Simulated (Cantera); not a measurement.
Feed: 1 mol CaCl2, 0.18 mol N2, held at 2048.15 K and 0.133 bar.

These are equilibrium values from Cantera (NASA tables, ideal gas, pure condensed phases), not measurements of a reactor. Candidate condensed phases: Ca, CaCl2; 8 gas species. The numbers say what is thermodynamically allowed, not how fast it happens.

Base state: CaCl2 0.845, N2 0.152, Cl 0.00148, CaCl 0.00146, Ca 1.04e-5 (mole fractions); condensed: gas only.

### Question
What changes in the equilibrium state with this change: temperature from 2048.15 K to 1025 K?

### Answer
| species | before | after |
|---|---|---|
| N2 | 0.152 | 1.00 |
| CaCl2 | 0.845 | 4.11e-7 |
| Cl | 0.00148 | <1e-9 |
| CaCl | 0.00146 | <1e-9 |
| Ca | 1.04e-5 | <1e-9 |
| CaCl2(s), mol | 0 | 1.00 |
